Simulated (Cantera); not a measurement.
Feed: 1 mol SiCl4, 1.5 mol NH3, held at 875 °C and 13000 Pa.

These are equilibrium values from Cantera (NASA tables, ideal gas, pure condensed phases), not measurements of a reactor. Candidate condensed phases: NH4Cl, Si, Si3N4; 28 gas species. The tables' values for SiCl3 are old estimates; treat these amounts as uncertain. Kinetics and transport are ignored.

Base state: HCl 0.431, H2 0.325, SiCl4 0.131, N2 0.109, SiHCl3 0.00198, SiCl3 0.000878, SiCl2 6.50e-5 (mole fractions); condensed: Si3N4(s).

What changes in the equilibrium state with this change: pressure from 13000 Pa to 1330 Pa?


```json
[
 {"species": "HCl", "before": "0.431", "after": "0.479"},
 {"species": "H2", "before": "0.325", "after": "0.299"},
 {"species": "SiCl4", "before": "0.131", "after": "0.117"},
 {"species": "N2", "before": "0.109", "after": "0.101"},
 {"species": "SiCl2", "before": "6.50e-5", "after": "0.000421"},
 {"species": "SiCl3", "before": "0.000878", "after": "0.00211"},
 {"species": "Si3N4(s), mol", "before": "0.148", "after": "0.165"}
]
```

What changes in the equilibrium state with this change: SiCl4 replaced by trisilylamine?


| species | before | after |
|---|---|---|
| H2 | 0.325 | 1.00 |
| N2 | 0.109 | 4.08e-8 |
| HCl | 0.431 | 0 |
| SiCl4 | 0.131 | 0 |
| SiHCl3 | 0.00198 | 0 |
| SiCl3 | 0.000878 | 0 |
| SiCl2 | 6.50e-5 | 0 |
| Si3N4(s), mol | 0.148 | 0.625 |
| Si(s), mol | 0 | 1.12 |
The feed counts by its element totals alone. Mutual solubility and eutectic melting of coexisting phases are not modelled.
